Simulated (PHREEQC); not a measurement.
Solution (5 °C): 0.018 mol (CH3)4NF per kg of water. Closed to the air; pH follows from the charge balance.

Equilibrium calculation in PHREEQC: ion-association model, wateq4f.dat.

```json
[
 {"quantity": "pH", "before": "7.97", "after": "2.77"},
 {"quantity": "ionic strength (mol/kgw)", "before": "0.0180", "after": "0.0553"},
 {"quantity": "HF (mol/kgw)", "before": "1.77e-7", "after": "0.00381"},
 {"quantity": "HF2- (mol/kgw)", "before": "9.98e-9", "after": "3.19e-5"}
]
```

What was changed between the two runs?
A. (CH3)4NF from 0.018 to 0.0018 mol/kgw
B. diluted 2-fold with water
C. temperature from 5 to 85 °C
D. (CH3)4NF replaced by Cu(BF4)2 at the same molality

D, (CH3)4NF replaced by Cu(BF4)2 at the same molality

This is a speciation only: nothing precipitates in the calculation. Away from 25 °C the constants follow the database's enthalpies or fits; those with neither stay at their 25 °C values. Real BF4- forms and hydrolyses slowly; the run takes it at equilibrium.
